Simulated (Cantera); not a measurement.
# Premixed flame

A freely propagating, adiabatic, planar premixed flame of 5.02 % CH4, 1.81 % C2H6, 0.316 % C3H8, 19.5 % O2, 73.3 % N2, equivalence ratio 0.92, unburnt at 448 K and 750 Torr; mixture-averaged transport, grid criteria slope 0.08 and curve 0.16, no radiation.

Cantera simulation using GRI-Mech 3.0 (53 species, 325 reactions); the numbers are that mechanism's predictions, not measurements. Burning velocities carry a grid error of a few per cent, more on coarse grids.

| z (mm) | T (K) | u (m/s) | x CH4 | x C2H6 | x C3H8 | x NO2 | x H2 | x H2O2 |
|---|---|---|---|---|---|---|---|---|
| -1.10 | 448 | 0.745 | 0.0502 | 0.0181 | 0.00316 | <1e-8 | 0.000608 | 1.70e-8 |
| -0.731 | 449 | 0.748 | 0.0501 | 0.0180 | 0.00316 | <1e-8 | 0.00186 | 2.26e-7 |
| -0.548 | 455 | 0.758 | 0.0498 | 0.0180 | 0.00315 | <1e-8 | 0.00350 | 1.24e-6 |
| -0.365 | 503 | 0.843 | 0.0480 | 0.0177 | 0.00312 | 7.11e-8 | 0.00703 | 9.84e-6 |
| -0.183 | 873 | 1.49 | 0.0362 | 0.0132 | 0.00244 | 1.84e-7 | 0.0131 | 3.52e-5 |
| -0.0913 | 1289 | 2.23 | 0.0220 | 0.00596 | 0.000981 | 5.03e-8 | 0.0163 | 2.34e-5 |
| 0 | 1682 | 2.94 | 0.00610 | 0.000378 | 2.91e-5 | <1e-8 | 0.0163 | 1.61e-6 |
| 0.0913 | 1842 | 3.22 | 0.000492 | 1.03e-6 | 1.47e-8 | <1e-8 | 0.0121 | 4.28e-7 |
| 0.183 | 1892 | 3.29 | 1.98e-5 | <1e-8 | <1e-8 | <1e-8 | 0.00996 | 3.54e-7 |
| 0.365 | 1952 | 3.37 | 4.80e-8 | <1e-8 | <1e-8 | <1e-8 | 0.00928 | 2.91e-7 |
| 0.731 | 2026 | 3.48 | <1e-8 | <1e-8 | <1e-8 | <1e-8 | 0.00827 | 2.17e-7 |
| 1.46 | 2105 | 3.60 | <1e-8 | <1e-8 | <1e-8 | <1e-8 | 0.00643 | 1.55e-7 |
| 2.92 | 2177 | 3.71 | <1e-8 | <1e-8 | <1e-8 | 1.35e-8 | 0.00451 | 1.14e-7 |
x: mole fraction of selected species; z is measured from the peak of heat release.

```yaml
laminar_burning_velocity: 74.4 cm/s
thermal_thickness: 0.365 mm
peak x(H2): 0.0170
peak x(H2O2): 3.56e-5
grid_points: 146
```
